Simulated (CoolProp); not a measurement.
Model: reference Helmholtz-energy equation of state, Akasaka 2019, in CoolProp.

**Question.** For R1234ze(Z), give the phase and the density (kg/m³), Joule-Thomson coefficient (K/MPa), isothermal compressibility (1/MPa), expansivity (1/kK) at 364.5 K and 3.21 MPa.

**Answer.** 
- 364.5 K and 3.21 MPa: liquid; density 1040, Joule-Thomson coefficient 0.187, isothermal compressibility 0.00877, expansivity 3.54
